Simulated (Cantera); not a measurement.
## Ignition delay

Mixture: CO : H₂ : CH₄ : O₂ : N₂ = 1 : 0.23 : 0.13 : 1.43 : 5.39 (molar parts), at 3.75 atm, adiabatic and at constant volume. Ignition delay is the time to a rise of 400 K.

Cantera simulation using GRI-Mech 3.0 (53 species, 325 reactions); the numbers are that mechanism's predictions, not measurements.

```csv
T0 (K),delay (ms)
1025,2.21
1075,0.689
1125,0.284
1175,0.140
1225,0.0794
1275,0.0500
1325,0.0343
1375,0.0252
1425,0.0194
```

```json
{
 "apparent activation energy between 1325 and 1425 K": "89 kJ/mol"
}
```
